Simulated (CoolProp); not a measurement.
Nitrous oxide at 192 K and 0.0832 MPa is throttled through a valve to 0.0309 MPa with no heat exchange. Each further row changes one setting.

Model: reference Helmholtz-energy equation of state, Lemmon 2006, in CoolProp. It is a short technical equation, of lower accuracy than the large ones.

```json
[
 {"case": "as stated", "temperature change (K)": "-1.9", "final density (kg/m³)": "0.866"},
 {"case": "outlet pressure 0.00927 MPa", "temperature change (K)": "-2.6", "final density (kg/m³)": "0.260"},
 {"case": "outlet pressure 0.0402 MPa", "temperature change (K)": "-1.5", "final density (kg/m³)": "1.13"}
]
```
